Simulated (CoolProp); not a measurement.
Vapour-liquid equilibrium of dimethyl ether (1) + chloromethane (R40) (2) at 255.3 K; x and y are mole fractions of (1).

Values from CoolProp's multi-fluid Helmholtz-energy mixture model, Wu 2011 and Thol 2014; pair parameters Bell 2016.

```
x      bubble pressure, mixture model (MPa)  bubble pressure, Raoult's law (MPa)  y, mixture model  y, Raoult's law
-----  ------------------------------------  -----------------------------------  ----------------  ---------------
0.05                                 0.1301                               0.1315             0.042            0.052
0.125                                0.1285                               0.1319             0.110            0.129
0.2                                  0.1272                               0.1322             0.182            0.205
0.275                                0.1262                               0.1325             0.260            0.282
0.35                                 0.1255                               0.1329             0.340            0.358
0.425                                0.1252                               0.1332             0.423            0.433
0.5                                  0.1253                               0.1335             0.507            0.508
0.575                                0.1258                               0.1339             0.591            0.583
0.65                                 0.1267                               0.1342             0.673            0.657
0.725                                0.1280                               0.1345             0.752            0.732
0.8                                  0.1297                               0.1348             0.827            0.805
0.875                                0.1317                               0.1352             0.897            0.879
0.95                                 0.1340                               0.1355             0.961            0.952
```

The largest gap from Raoult's law is -6.1 % in bubble pressure, at x = 0.5. y crosses x between x = 0.425 and 0.5: the model has an azeotrope there.

The pair parameters rest on a limited set of measurements; away from them the model extrapolates.
